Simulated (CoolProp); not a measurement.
500 sccm (0 °C, 1 atm) of nitrogen bubbles through liquid n-perfluorohexane at 276.5 K and leaves saturated at a total pressure of 0.15 MPa (ideal gas phase). Each further row changes one setting.

Values from CoolProp's reference Helmholtz-energy equation of state, Gao 2022.

| case | vapour pressure (kPa) | mole fraction of vapour | delivery (mg/min) | delivery (sccm) | change of delivery for a bath 1 K warmer (%) |
|---|---|---|---|---|---|
| as stated | 10.4 | 0.0691 | ? | 37.1 | ? |
| bath temperature 281.5 K | ? | 0.0895 | 741 | 49.1 | ? |
| total pressure 0.3 MPa | 10.4 | 0.0345 | ? | ? | 5.6 |

Question: Some entries are withheld; supply them.

Answer: 
- as stated, delivery (mg/min): 559
- as stated, change of delivery for a bath 1 K warmer (%): 5.8
- bath temperature 281.5 K, vapour pressure (kPa): 13.4
- bath temperature 281.5 K, change of delivery for a bath 1 K warmer (%): 5.7
- total pressure 0.3 MPa, delivery (mg/min): 270
- total pressure 0.3 MPa, delivery (sccm): 17.9
